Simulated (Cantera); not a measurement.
Mixture: 18.8 % CO, 2.82 % H2, 5.63 % CH4, 11.6 % O2, 43.7 % N2, 17.5 % H2O, equivalence ratio 1.9, at 7350 Torr, adiabatic and at constant volume. Ignition delay is the time to a rise of 400 K.

Detailed kinetics in Cantera: GRI-Mech 3.0 (53 species, 325 reactions).

**Question.** At T0 = 1675 K, what is the delay, and which 8 reactions control it most (d ln τ / d ln k, from doubling and halving each rate constant)?

**Answer.** The delay is 21.0 µs.
```json
[
 {"reaction": "H + O2 <=> O + OH", "d ln τ / d ln k": "-0.90", "faster rate": "shortens it"},
 {"reaction": "CH4 + OH <=> CH3 + H2O", "d ln τ / d ln k": "0.25", "faster rate": "lengthens it"},
 {"reaction": "CH4 + H <=> CH3 + H2", "d ln τ / d ln k": "0.22", "faster rate": "lengthens it"},
 {"reaction": "2 CH3 (+M) <=> C2H6 (+M)", "d ln τ / d ln k": "0.20", "faster rate": "lengthens it"},
 {"reaction": "CH3 + H (+M) <=> CH4 (+M)", "d ln τ / d ln k": "0.18", "faster rate": "lengthens it"},
 {"reaction": "CH3 + O2 <=> CH3O + O", "d ln τ / d ln k": "-0.16", "faster rate": "shortens it"},
 {"reaction": "CO + OH <=> CO2 + H", "d ln τ / d ln k": "-0.14", "faster rate": "shortens it"},
 {"reaction": "H2 + OH <=> H + H2O", "d ln τ / d ln k": "-0.13", "faster rate": "shortens it"}
]
```
